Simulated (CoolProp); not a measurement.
A Linde-Hampson liquefier for CF4 (R14): isothermal reversible compression at 300 K from 1 atm to 15 MPa, throttling to 1 atm, return gas leaving the recuperator 5 K below the feed. Each further row changes one setting.

The numbers come from the reference Helmholtz-energy equation of state, Platzer 1990 in CoolProp. This equation is an older, rougher fit; its heat capacities, sound speeds and derivatives of the liquid may be far off and weren't checked against measurements.

```
case                        liquid yield per pass  compression work (kJ/kg of gas)
--------------------------  ---------------------  -------------------------------
as stated                                   0.234                              129
high pressure 30 MPa                        0.282                              145
warm-end temperature 330 K                  0.165                              146
warm-end gap 10 K                           0.222                              129
```
